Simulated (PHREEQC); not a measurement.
1 kg of water holding 0.033 mol/kgw CaCl2 and 0.095 mol/kgw KCl is evaporated at 60 °C; the solids stay in contact with the brine. CO2 from the air is kept out. Only these solids could form: Portlandite, Sylvite.

The series has 26 steps of water left (kg), from 1 to 0.007426.

The numbers come from PHREEQC with the Pitzer model, pitzer.dat.

Q: Which solids form, in which order, and at which step of the series does each first stand?

A: Sylvite from water left = 0.01979 kg.

At this temperature some constants are extrapolated from 25 °C, and those without enthalpy data are left unchanged.
